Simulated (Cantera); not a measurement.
Feed: 1 mol SiH2Cl2, 0.035 mol Cl2, 120 mol H2, at 923.15 K and 1.00 Torr.

Equilibrium computed with Cantera from the NASA thermochemical tables; the gas is ideal and each condensed phase is pure. Candidate condensed phases: Si; 19 gas species. The tables' values for SiCl3 are old estimates; treat these amounts as uncertain. Kinetics and transport are ignored.

Base state: H2 0.988, HCl 0.0103, SiCl4 0.00122, SiHCl3 0.000417, SiCl2 0.000155, SiCl3 6.85e-5, SiH2Cl2 1.40e-5 (mole fractions); condensed: Si(s).

Q: What changes in the equilibrium state with this change: temperature from 923.15 K to 1398.15 K?

A: 
```csv
species,before,after
H2,0.988,0.984
HCl,0.0103,0.0155
SiCl2,0.000155,0.000721
SiCl4,0.00122,2.55e-8
H,6.69e-9,0.000129
SiHCl3,0.000417,1.14e-7
SiH2Cl2,1.40e-5,7.61e-8
"Si(s), mol",0.771,0.912
```
